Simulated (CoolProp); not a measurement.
A Linde-Hampson liquefier for ethylene: isothermal reversible compression at 320 K from 1 atm to 15 MPa, throttling to 1 atm, return gas leaving the recuperator 10 K below the feed. Each further row changes one setting.

Values from CoolProp's reference Helmholtz-energy equation of state, Smukala 2000.

| case | liquid yield per pass | compression work (kJ/kg of gas) |
|---|---|---|
| as stated | [?] | 404 |
| high pressure 30 MPa | [?] | [?] |
| warm-end temperature 350 K | [?] | [?] |
| warm-end gap 15 K | [?] | 404 |

Q: Complete the blanks.

A: 
- as stated, liquid yield per pass: 0.380
- high pressure 30 MPa, liquid yield per pass: 0.416
- high pressure 30 MPa, compression work (kJ/kg of gas): 444
- warm-end temperature 350 K, liquid yield per pass: 0.274
- warm-end temperature 350 K, compression work (kJ/kg of gas): 465
- warm-end gap 15 K, liquid yield per pass: 0.373
